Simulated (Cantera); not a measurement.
Charge: 1 mol B₂O₃, a varied amount of H₂, at 2350 K and 13.3 mbar.

Equilibrium computed with Cantera from the NASA thermochemical tables; the gas is ideal and each condensed phase is pure. Candidate condensed phases: B, B₂O₃, B₃O₃H₃, H₂O; 23 gas species. Rates play no part.

Task: At 27 mol H₂, list the 6 most abundant gas species with their mole fractions, and the condensed phases.

Result: H₂ 0.827, H 0.0982, BO 0.0229, HBO 0.0178, HBO₂ 0.0168, H₂O 0.0122. Condensed: gas only.
